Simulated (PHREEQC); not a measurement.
Reverse-osmosis reject: speciation

Model water analysis in mmol/kgw, 35 °C, pH 6.15, pe -1.5: Na 32.7; K 5.33; Ca 23.7; Mg 10.1; Cl 106; S(6) 0.43; Alkalinity (meq/kgw) 0.353; Sr 1.29; F 0.0254; Fe(2) 0.886.

Valence states are taken as typed.

All values are PHREEQC results (ion-association model, wateq4f.dat), not measurements.

The ionic strength is 0.144 mol/kgw. The charge-balance error is 1.3 %.

| species | molality | activity | log γ |
|---|---|---|---|
| Cl- | 0.106 | 0.0777 | -0.135 |
| Na+ | 0.0327 | 0.0248 | -0.120 |
| Ca+2 | 0.0236 | 0.00815 | -0.461 |
| Mg+2 | 0.0100 | 0.00365 | -0.438 |
| K+ | 0.00533 | 0.00391 | -0.135 |
| Sr+2 | 0.00128 | 0.000447 | -0.458 |
| Fe+2 | 0.000831 | 0.000295 | -0.450 |
| CO2 | 0.000311 | 0.000322 | 0.014 |
| HCO3- | 0.000291 | 0.000222 | -0.118 |
| SO4-2 | 0.000213 | 6.88e-5 | -0.490 |
| CaSO4 | 0.000118 | 0.000122 | 0.014 |
| MgSO4 | 7.31e-5 | 7.56e-5 | 0.014 |
| FeCl+ | 4.18e-5 | 3.16e-5 | -0.121 |

Precipitation was switched off in this run. Fluoro complexes past AlF4- and FeF3 are missing from the database.
